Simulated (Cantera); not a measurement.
Input: 1 mol toluene, a varied amount of CO₂, 1.2 mol H₂, equilibrated at 825 °C and 10000 Pa.

Cantera equilibrium calculation (NASA polynomials, part measured and part estimated; ideal gas, pure solids and liquids). Candidate condensed phases: C, C₆H₆, C₇H₈, C₈H₁₈, H₂O; 110 gas species. The numbers say what is thermodynamically allowed, not how fast it happens.

x: gas mole fraction; n: condensed amount in mol.

```csv
n(CO₂) (mol),x H₂,x CO,x CH₄,x H₂O,x CO₂,x C₂H₄,x H,n C(graphite)
0.053,0.976,0.0199,0.00348,0.000178,(withheld),8.46e-8,7.75e-8,6.93
0.083,0.966,0.0308,0.00340,0.000272,(withheld),8.27e-8,7.71e-8,6.90
0.13,0.949,0.0473,0.00329,0.000412,(withheld),7.99e-8,7.64e-8,6.85
0.21,0.922,0.0743,0.00310,0.000628,(withheld),7.54e-8,7.53e-8,6.78
0.33,0.884,0.112,0.00285,0.000908,(withheld),6.94e-8,7.38e-8,6.66
0.51,0.833,0.163,0.00253,0.00124,(withheld),6.16e-8,7.16e-8,6.48
0.81,0.760,0.236,0.00211,0.00164,(withheld),5.12e-8,6.84e-8,6.19
1.3,0.665,0.331,0.00161,0.00202,(withheld),3.92e-8,6.40e-8,5.71
2,0.564,0.431,0.00116,0.00223,(withheld),2.82e-8,5.89e-8,5.03
```

Question: Fill in the missing entries.

Answer: 
- 0.053, x CO₂: 3.59e-6
- 0.083, x CO₂: 8.62e-6
- 0.13, x CO₂: 2.04e-5
- 0.21, x CO₂: 5.03e-5
- 0.33, x CO₂: 0.000114
- 0.51, x CO₂: 0.000242
- 0.81, x CO₂: 0.000507
- 1.3, x CO₂: 0.000997
- 2, x CO₂: 0.00169
